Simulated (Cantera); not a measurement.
Input: 1 mol TEOS, a varied amount of CO2, at 2050 K and 14.0 Pa.

Method: chemical equilibrium by Gibbs-energy minimisation in Cantera with the NASA 1993 tables (ideal gas, pure condensed phases). Candidate condensed phases: C, C6H6, C7H8, C8H18, H2O, Si, SiC, SiO2; 123 gas species. The feed counts by its element totals alone. Rates play no part.

Question: Which condensed phases are stable at each of these points (n(CO2) (mol)): 0.14, 0.23, 0.37, 0.6, 0.98, 1.6, 2.6, 4.2, 6.9, 11, 18?

Answer: 
```tsv
n(CO2) (mol)	condensed phases	Si condensed (%)
0.14	C(graphite) + SiC(s)	30.0
0.23	C(graphite) + SiC(s)	29.1
0.37	C(graphite) + SiC(s)	27.5
0.6	C(graphite) + SiC(s)	25.0
0.98	C(graphite) + SiC(s)	20.9
1.6	C(graphite) + SiC(s)	14.2
2.6	C(graphite) + SiC(s)	3.4
4.2	gas only	0.0
6.9	gas only	0.0
11	gas only	0.0
18	gas only	0.0
```

From 0.14 mol CO2 to 2.6 mol CO2 the condensed part is C(graphite) + SiC(s). From 4.2 mol CO2 to 18 mol CO2 nothing is condensed.
